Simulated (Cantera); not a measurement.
Thermodynamics of tantalum, niobium, vanadium and zirconium in process gases, feed V + N₂O + N₂

A closed system holds: 1 mol V, 0.75 mol N₂O, 2.8 mol N₂, held at 0.133 bar.

These are equilibrium values from Cantera (NASA tables, ideal gas, pure condensed phases), not measurements of a reactor. Candidate condensed phases: V, VN, VO, V₂O₃, V₂O₄, V₂O₅; 13 gas species. Each liquid is taken as pure. Mutual solubility and eutectic melting of coexisting phases are not modelled. VN, VO: taken at fixed stoichiometry. Condensed phases not in the tables: the oxides between V₂O₃ and V₂O₅ other than VO₂, solid solutions among these carbides, nitrides and lower oxides, V₂N, N, O or C dissolved in the metal. Rates play no part.

| T (°C) | log p N₂ | log p V | log p VO | log p VO₂ | n VN(s) | n V₂O₃(s) | n VO(s) | n VO(l) | n V(l) |
|---|---|---|---|---|---|---|---|---|---|
| 525 | -0.88 | <-12 | <-12 | <-12 | 0.500 | 0.250 | 0 | 0 | 0 |
| 725 | -0.88 | <-12 | <-12 | <-12 | 0.500 | 0.250 | 0 | 0 | 0 |
| 925 | -0.88 | <-12 | <-12 | <-12 | 0.500 | 0.250 | 0 | 0 | 0 |
| 1125 | -0.88 | <-12 | -11.85 | -10.54 | 0.500 | 0.250 | 0 | 0 | 0 |
| 1325 | -0.88 | -11.25 | -9.14 | -8.33 | 0.250 | 0 | 0.750 | 0 | 0 |
| 1525 | -0.88 | -8.64 | -7.23 | -6.97 | 0.250 | 0 | 0.750 | 0 | 0 |
| 1725 | -0.88 | -6.57 | -5.73 | -5.91 | 0.250 | 0 | 0.750 | 0 | 0 |
| 1925 | -0.88 | -4.89 | -4.59 | -5.24 | 0.250 | 0 | 0 | 0.749 | 0 |
| 2125 | -0.88 | -3.52 | -3.70 | -4.73 | 0 | 0 | 0 | 0.744 | 0.242 |
| 2325 | -0.89 | -2.73 | -2.95 | -3.95 | 0 | 0 | 0 | 0.713 | 0.202 |
| 2525 | -0.92 | -2.06 | -2.31 | -3.28 | 0 | 0 | 0 | 0.574 | 0.00633 |
log p: log10 of the partial pressure in bar; n: condensed amount in mol.

From 525 °C to 1125 °C the condensed part is VN(s) + V₂O₃(s). From 1325 °C to 1725 °C the condensed part is VN(s) + VO(s). At 1925 °C the condensed part is VN(s) + VO(l). From 2125 °C to 2525 °C the condensed part is V(l) + VO(l).
